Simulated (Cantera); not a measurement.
Feed: 1 mol Fe3O4, 4.6 mol CO, 3.4 mol N2, held at 1975 K and 99.0 Pa.

Equilibrium computed with Cantera from the NASA thermochemical tables; the gas is ideal and each condensed phase is pure. Candidate condensed phases: C, Fe, Fe(CO)5, FeO, Fe2O3, Fe3O4; 27 gas species. The tables' stoichiometric FeO is somewhat more stable than real wüstite, so its field is too wide. FeO: taken at fixed stoichiometry. Equilibrium is a limit: real reactors are often held back by kinetics, nucleation or transport.

Base state: N2 0.398, CO 0.363, CO2 0.176, Fe 0.0596, FeO 0.00243, O 0.000288, O2 0.000271, NO 0.000182 (mole fractions); condensed: FeO(l).

What changes in the equilibrium state with this change: pressure from 99.0 Pa to 25.0 Pa?


```json
[
 {"species": "N2", "before": "0.398", "after": "0.362"},
 {"species": "CO", "before": "0.363", "after": "0.262"},
 {"species": "CO2", "before": "0.176", "after": "0.228"},
 {"species": "Fe", "before": "0.0596", "after": "0.131"},
 {"species": "O2", "before": "0.000271", "after": "0.00347"},
 {"species": "O", "before": "0.000288", "after": "0.00205"},
 {"species": "FeO", "before": "0.00243", "after": "0.00963"},
 {"species": "NO", "before": "0.000182", "after": "0.000623"},
 {"species": "FeO(l), mol", "before": "2.47", "after": "1.68"}
]
```
